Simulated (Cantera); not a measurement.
What does this Cantera script print?

```python
import numpy as np
import cantera as ct

gas = ct.Solution("gri30.yaml")
gas.TPX = 425, 1100000, {'H2': 1, 'O2': 1.09, 'N2': 4.09}
inlet = ct.Reservoir(gas, clone=True)
gas.equilibrate("HP")  # start burning
reactor = ct.IdealGasConstPressureReactor(gas, energy="on", clone=False)
exhaust = ct.Reservoir(gas, clone=True)
tau = [0.25, 0.081, 0.027, 0.0087, 0.0029, 0.00094, 0.00031, 0.0001, 3.3e-05, 1.1e-05, 3.5e-06][0]
for a, b in ((inlet, reactor), (reactor, exhaust)):
    ct.MassFlowController(a, b, mdot=lambda t: reactor.mass / tau)
net = ct.ReactorNet([reactor])
show = ['H2', 'O2', 'H2O', 'O', 'NO', 'H', 'HO2']

rows = []
print(f"{'tau/s':>10s}{'T/K':>9s}" + "".join(f"{s:>11s}" for s in show))
for tau in [0.25, 0.081, 0.027, 0.0087, 0.0029, 0.00094, 0.00031, 0.0001, 3.3e-05, 1.1e-05, 3.5e-06]:
    net.initial_time = 0.0
    net.advance(30 * tau)
    before = gas.X
    net.advance(40 * tau)
    drift = np.max(np.abs(gas.X - before) / (gas.X + 1e-9))
    rows.append([gas.T, *gas[show].X, drift])
    print(f"{tau:10.3e}{gas.T:9.1f}" + "".join(f"{x:11.3e}" for x in gas[show].X))
```

Result:

```
     tau/s      T/K         H2         O2        H2O          O         NO          H        HO2
 2.500e-01   1665.8  1.261e-05  1.038e-01  1.759e-01  4.273e-06  3.977e-06  1.249e-07  1.171e-06
 8.100e-02   1665.5  2.890e-05  1.038e-01  1.759e-01  6.288e-06  2.463e-06  2.767e-07  1.825e-06
 2.700e-02   1665.0  6.485e-05  1.038e-01  1.758e-01  1.064e-05  2.079e-06  7.053e-07  3.390e-06
 8.700e-03   1663.9  1.473e-04  1.038e-01  1.757e-01  2.010e-05  2.105e-06  1.991e-06  7.131e-06
 2.900e-03   1661.9  3.244e-04  1.038e-01  1.754e-01  3.933e-05  2.196e-06  5.617e-06  1.521e-05
 9.400e-04   1658.0  7.278e-04  1.039e-01  1.748e-01  8.112e-05  2.078e-06  1.646e-05  3.308e-05
 3.100e-04   1650.1  1.613e-03  1.042e-01  1.737e-01  1.683e-04  1.774e-06  4.739e-05  6.938e-05
 1.000e-04   1633.1  3.636e-03  1.049e-01  1.712e-01  3.481e-04  1.553e-06  1.368e-04  1.403e-04
 3.300e-05   1595.6  8.368e-03  1.067e-01  1.657e-01  6.457e-04  1.524e-06  3.680e-04  2.630e-04
 1.100e-05    425.0  1.618e-01  1.764e-01 -1.016e-15  5.908e-28 -1.581e-21  5.462e-29 -1.805e-18
 3.500e-06    425.0  1.618e-01  1.764e-01 -5.857e-19  2.975e-31 -9.113e-25  5.597e-29 -1.040e-21
```

Cantera simulation using GRI-Mech 3.0 (53 species, 325 reactions); the numbers are that mechanism's predictions, not measurements. The hydrogen kinetics of GRI-Mech 3.0 are dated; newer H2 mechanisms differ, most at raised pressure.
